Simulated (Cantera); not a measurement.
A Cantera script and what it prints.

```python
import numpy as np
import cantera as ct

gas_names = [...]  # 110 gases of nasa_gas.yaml made of C, H, O
cond_names = """
    C(gr) C6H6(L) C7H8(L) C8H18(L),n-octa H2O(s) H2O(L)
""".split()


# ... load() reads the species with a 1 bar reference pressure and builds the phases ...
atoms = {
    'acetone': {'C': 3, 'H': 6, 'O': 1},
    'H2O': {'H': 2, 'O': 1},
    'H2': {'H': 2},
}
top_T = {'C(gr)': 4500}  # K; cautious upper limits of use, not melting points


# ... equilibrate(T, P, feed) seeds the gas with the atoms and calls Mixture.equilibrate('TP', solver="vcs", rtol=1e-11, max_steps=5000) ...
results = []
feed = {'acetone': 1, 'H2O': 2.5, 'H2': 10}  # mol
P = 133.322  # Pa
for T in [1900, 2000, 2100, 2200, 2300, 2400, 2500]:
    mix = equilibrate(T, P, feed)
    results.append((T, P, feed, dict(zip(mix.species_names, mix.species_moles))))
    x = sorted(zip(gas.X, gas.species_names), reverse=True)
    print(f"T = {T:g} K  P = {P:g} Pa  gas = {mix.phase_moles(0):.4g} mol")
    print("   x: " + "  ".join(f"{s} {v:.3e}" for v, s in x if v > 0.0001))
    print("   condensed (mol): " + ("  ".join(f"{mix.phase(i).name} {mix.phase_moles(i):.4g}"
          for i in range(1, mix.n_phases) if mix.phase_moles(i) > 1e-12) or "none"))
```

It prints:

```
T = 1900 K  P = 133.322 Pa  gas = 18.68 mol
   x: H2 7.945e-01  CO 1.594e-01  H2O 2.550e-02  H 1.937e-02  CO2 1.215e-03
   condensed (mol): none
T = 2000 K  P = 133.322 Pa  gas = 18.87 mol
   x: H2 7.764e-01  CO 1.578e-01  H 3.924e-02  H2O 2.524e-02  CO2 1.120e-03  OH 1.274e-04
   condensed (mol): none
T = 2100 K  P = 133.322 Pa  gas = 19.21 mol
   x: H2 7.452e-01  CO 1.551e-01  H 7.366e-02  H2O 2.468e-02  CO2 1.040e-03  OH 2.904e-04
   condensed (mol): none
T = 2200 K  P = 133.322 Pa  gas = 19.78 mol
   x: H2 6.954e-01  CO 1.507e-01  H 1.286e-01  H2O 2.362e-02  CO2 9.691e-04  OH 6.096e-04
   condensed (mol): none
T = 2300 K  P = 133.322 Pa  gas = 20.68 mol
   x: H2 6.225e-01  H 2.091e-01  CO 1.442e-01  H2O 2.182e-02  OH 1.181e-03  CO2 9.014e-04  O 2.708e-04
   condensed (mol): none
T = 2400 K  P = 133.322 Pa  gas = 22.02 mol
   x: H2 5.260e-01  H 3.159e-01  CO 1.354e-01  H2O 1.893e-02  OH 2.090e-03  O 8.405e-04  CO2 8.245e-04
   condensed (mol): none
T = 2500 K  P = 133.322 Pa  gas = 23.87 mol
   x: H 4.420e-01  H2 4.121e-01  CO 1.250e-01  H2O 1.462e-02  OH 3.250e-03  O 2.293e-03  CO2 7.153e-04
   condensed (mol): none
```

These are equilibrium values from Cantera (NASA tables, ideal gas, pure condensed phases), not measurements of a reactor. The feed counts by its element totals alone.
